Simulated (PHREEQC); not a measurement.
Synthetic water in mmol/kgw, 20 °C, pH 5.9, pe 1.6:

```
constituent           mmol/kgw
--------------------  --------
Na                      0.0416
K                      0.00258
Ca                      0.0726
Mg                       0.016
Cl                      0.0695
S(6)                    0.0162
Alkalinity (meq/kgw)     0.125
Zn                     0.00667
Br                    2.45e-05
Li                    0.000293
Mn(2)                 4.98e-05
F                      0.00248
```

Valence states are taken as typed.

Equilibrium calculation in PHREEQC: ion-association model, phreeqc.dat.

```
Quantity                        Result
--------------------  ----------------
ionic strength        0.000344 mol/kgw
charge-balance error             1.2 %
```

```json
[
 {"species": "CO2", "molality": "0.000374", "activity": "0.000374", "log γ": "0.000"},
 {"species": "HCO3-", "molality": "0.000126", "activity": "0.000123", "log γ": "-0.009"},
 {"species": "Ca+2", "molality": "7.23e-5", "activity": "6.65e-5", "log γ": "-0.036"},
 {"species": "Cl-", "molality": "6.95e-5", "activity": "6.81e-5", "log γ": "-0.009"},
 {"species": "Na+", "molality": "4.16e-5", "activity": "4.07e-5", "log γ": "-0.009"},
 {"species": "SO4-2", "molality": "1.60e-5", "activity": "1.47e-5", "log γ": "-0.036"},
 {"species": "Mg+2", "molality": "1.59e-5", "activity": "1.47e-5", "log γ": "-0.036"},
 {"species": "Zn+2", "molality": "6.55e-6", "activity": "6.02e-6", "log γ": "-0.036"}
]
```

This is a speciation only: nothing precipitates in the calculation. Species that the database lacks are ignored.
